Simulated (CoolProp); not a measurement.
Normal hydrogen at 298.15 K and 0.125 MPa is throttled through a valve to 0.0445 MPa with no heat exchange. Each further row changes one setting.

Model: reference Helmholtz-energy equation of state, Leachman 2009, in CoolProp.

| case | final density (kg/m³) |
|---|---|
| as stated | 0.0362 |
| outlet pressure 0.0133 MPa | 0.0108 |
| outlet pressure 0.0578 MPa | 0.0470 |
